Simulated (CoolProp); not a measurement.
Vapour-liquid equilibrium of n-hexane (1) + o-xylene (2) at 300.8 K; x and y are mole fractions of (1).

Model: multi-fluid Helmholtz-energy mixture model, Thol 2019 and Zhou 2012; pair parameters Bell 2016, in CoolProp.

```
x     bubble pressure, mixture model (bar)  bubble pressure, Raoult's law (bar)  y, mixture model  y, Raoult's law
----  ------------------------------------  -----------------------------------  ----------------  ---------------
0.05                                   [?]                              0.02123             0.592            0.532
0.15                                   [?]                              0.04278             0.822            0.792
0.25                               0.07469                              0.06433             0.892            0.878
0.35                               0.09699                              0.08588               [?]            0.921
0.45                                0.1179                               0.1074             0.948            0.946
0.55                                0.1377                               0.1290               [?]            0.964
0.65                                0.1569                               0.1505             0.973            0.976
0.75                                0.1760                               0.1721             0.982            0.985
0.85                                0.1953                               0.1936             0.990            0.992
0.95                                0.2154                               0.2152             0.997            0.998
```

Task: Fill in the missing entries.

Result: 
- 0.05, bubble pressure, mixture model (bar): 0.02441
- 0.15, bubble pressure, mixture model (bar): 0.05060
- 0.35, y, mixture model: 0.927
- 0.55, y, mixture model: 0.962

The largest gap from Raoult's law is +18.3 % in bubble pressure, at x = 0.15. No azeotrope shows between x = 0.05 and 0.95.

The pair parameters rest on a limited set of measurements; away from them the model extrapolates.
